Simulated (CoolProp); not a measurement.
Vapour-liquid equilibrium of ethylene (1) + carbon dioxide (2) at -16.95 °C; x and y are mole fractions of (1).

Model: multi-fluid Helmholtz-energy mixture model, Smukala 2000 and Span 1996; pair parameters Bell 2016, in CoolProp.

| x | bubble pressure, mixture model (MPa) | bubble pressure, Raoult's law (MPa) | y, mixture model | y, Raoult's law |
|---|---|---|---|---|
| 0.05 | 2.285 | 2.190 | 0.086 | 0.062 |
| 0.2 | 2.551 | 2.276 | 0.272 | 0.240 |
| 0.35 | 2.713 | 2.361 | 0.409 | 0.405 |
| 0.5 | 2.808 | 2.447 | 0.531 | 0.558 |
| 0.65 | 2.848 | 2.533 | 0.655 | 0.701 |
| 0.8 | 2.834 | 2.618 | 0.790 | 0.835 |
| 0.95 | 2.767 | 2.704 | 0.944 | 0.960 |

The largest gap from Raoult's law is +14.9 % in bubble pressure, at x = 0.35. y crosses x between x = 0.65 and 0.8: the model has an azeotrope there.

Pair parameters are fitted to limited data, so mixtures are less certain than the pure fluids.
